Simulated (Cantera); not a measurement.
An isothermal, constant-pressure homogeneous reactor starts with 0.0797 % CH2O, 0.239 % O2, 99.7 % N2, at 900 K and 3750 Torr.

Computed with Cantera and GRI-Mech 3.0 (53 species, 325 reactions). Below about 1000 K GRI-Mech 3.0 lacks low-temperature oxidation paths.

x: mole fraction; the columns are a selection and need not sum to one.

```
t (s)       x CH2O     x O2   x CH3    x NO  x CH2CO  x C2H2     x CO2
--------  --------  -------  ------  ------  -------  ------  --------
0.000300  0.000797  0.00239  <1e-12  <1e-12   <1e-12  <1e-12    <1e-12
0.000711  0.000797  0.00239  <1e-12  <1e-12   <1e-12  <1e-12    <1e-12
0.00169   0.000797  0.00239  <1e-12  <1e-12   <1e-12  <1e-12    <1e-12
0.00400   0.000797  0.00239  <1e-12  <1e-12   <1e-12  <1e-12    <1e-12
0.00949   0.000797  0.00239  <1e-12  <1e-12   <1e-12  <1e-12    <1e-12
0.0225    0.000796  0.00239  <1e-12  <1e-12   <1e-12  <1e-12  3.53e-11
0.0533    0.000767  0.00237  <1e-12  <1e-12   <1e-12  <1e-12   1.36e-8
0.126          [?]  0.00219  <1e-12  <1e-12   <1e-12  <1e-12   3.02e-6
0.300          [?]  0.00201  <1e-12  <1e-12   <1e-12  <1e-12   8.49e-5
0.711          [?]  0.00199  <1e-12  <1e-12   <1e-12  <1e-12  0.000114
1.69      3.89e-10  0.00198  <1e-12  <1e-12   <1e-12  <1e-12  0.000131
4.00      3.02e-11  0.00196  <1e-12  <1e-12   <1e-12  <1e-12  0.000156
```

**Question.** Complete the blanks.

**Answer.** 
- 0.126, x CH2O: 0.000368
- 0.300, x CH2O: 5.79e-8
- 0.711, x CH2O: 2.42e-9
